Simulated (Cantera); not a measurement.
Charge: 1 mol CS₂, 0.67 mol O₂, 0.46 mol H₂, equilibrated at 3373.15 K and 1 atm.

Equilibrium computed with Cantera from the NASA thermochemical tables; the gas is ideal and each condensed phase is pure. Candidate condensed phases: C, C₆H₆, C₇H₈, C₈H₁₈, H₂O, H₂SO₄, S; 123 gas species. Rates play no part.

Base state: CO 0.312, S 0.242, S₂ 0.133, H 0.108, SO 0.0770, H₂ 0.0616, SH 0.0388, H₂O 0.00643 (mole fractions); condensed: gas only.

### Question
What changes in the equilibrium state with this change: temperature from 3373.15 K to 3050 K?

### Answer
```json
[
 {"species": "CO", "before": "0.312", "after": "0.343"},
 {"species": "S₂", "before": "0.133", "after": "0.216"},
 {"species": "S", "before": "0.242", "after": "0.135"},
 {"species": "H", "before": "0.108", "after": "0.0550"},
 {"species": "H₂O", "before": "0.00643", "after": "0.0149"},
 {"species": "H₂", "before": "0.0616", "after": "0.0908"},
 {"species": "SH", "before": "0.0388", "after": "0.0456"},
 {"species": "SO", "before": "0.0770", "after": "0.0745"},
 {"species": "O", "before": "0.00499", "after": "0.00115"},
 {"species": "O₂", "before": "0.000202", "after": "7.41e-5"},
 {"species": "H₂S", "before": "0.00146", "after": "0.00386"},
 {"species": "S₂O", "before": "0.000600", "after": "0.00120"}
]
```
